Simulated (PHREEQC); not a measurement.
A solution holds 0.037 mol/kgw NaHCO3, 0.00052 mol/kgw NaOH and 5.9e-05 mol/kgw NaCl, at 25 °C. Closed to the air; pH follows from the charge balance.

Equilibrium calculation in PHREEQC: ion-association model, phreeqc.dat.

```json
[
 {"quantity": "pH", "before": "8.34", "after": "8.54"},
 {"quantity": "ionic strength (mol/kgw)", "before": "0.0375", "after": "0.0376"},
 {"quantity": "HCO3- (mol/kgw)", "before": "0.0354", "after": "0.0354"},
 {"quantity": "CO3-2 (mol/kgw)", "before": "0.000607", "after": "0.000661"},
 {"quantity": "NaHCO3 (mol/kgw)", "before": "0.000516", "after": "0.000570"},
 {"quantity": "CO2 (mol/kgw)", "before": "0.000302", "after": "0.000248"},
 {"quantity": "SI of Halite (NaCl)", "before": "-7.39", "after": "-7.37"}
]
```

Question: Name the change that produced these shifts.
(A) temperature from 25 to 35 °C
(B) diluted 5-fold with water
(C) temperature from 25 to 10 °C

Answer: C, temperature from 25 to 10 °C

Precipitation was switched off in this run. Constants without temperature data keep their 25 °C values here.
